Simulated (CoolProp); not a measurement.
1-butene along the isobar 732 kPa: fugacity coefficient from the reference equation and from simpler models built on Tc = 419.3 K, pc = 4006 kPa, ω = 0.192; each cubic takes its own stable root.

Model: reference Helmholtz-energy equation of state, Lemmon 2005, in CoolProp. It is a short technical equation, of lower accuracy than the large ones.

```
T (K)   phase  reference
-----  ------  ---------
183.8  liquid  0.0009548
188.3  liquid   0.001431
192.8  liquid   0.002099
197.4  liquid   0.003040
201.9  liquid   0.004285
206.4  liquid   0.005933
210.9  liquid   0.008082
215.4  liquid    0.01084
219.9  liquid    0.01434
224.4  liquid    0.01871
228.9  liquid    0.02411
233.5  liquid    0.03086
238    liquid    0.03886
```

**Question.** How far does each simpler model (van der Waals, Peng-Robinson) lie from the reference over these 13 states: mean and median of the absolute difference, and the worst?

**Answer.** 
- van der Waals: mean 2466.6 %, median 1868.6 %, worst +6307.6 % at 183.8 K and 732 kPa
- Peng-Robinson: mean 5.9 %, median 5.1 %, worst +12.0 % at 183.8 K and 732 kPa
